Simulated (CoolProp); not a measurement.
A single-stage vapour-compression cycle with CH2F2 (R32): evaporating at 196.15 K (dew point), condensing at 254.15 K (bubble point), superheat 5 K, subcooling 0 K, compressor efficiency 0.8, no pressure losses. Each further row changes one setting.

The numbers come from the reference Helmholtz-energy equation of state, Tillner-Roth 1997 in CoolProp.

| case | cooling COP | pressure ratio | discharge temperature (K) | refrigerating effect (kJ/kg) | volumetric capacity (kJ/m³) |
|---|---|---|---|---|---|
| as stated | 2.02 | 18.4 | 394.2 | 319 | 231 |
| evaporating temperature 201.15 K | 2.33 | 13.2 | 377.0 | 322 | 316 |
| condensing temperature 249.15 K | 2.26 | 15.2 | 380.0 | 327 | 237 |
| subcooling 5 K | 2.07 | 18.4 | 394.2 | 327 | 236 |
| superheat 15 K | 1.97 | 18.4 | 408.9 | 326 | 224 |
| compressor efficiency 0.7 | 1.76 | 18.4 | 416.3 | 319 | 231 |
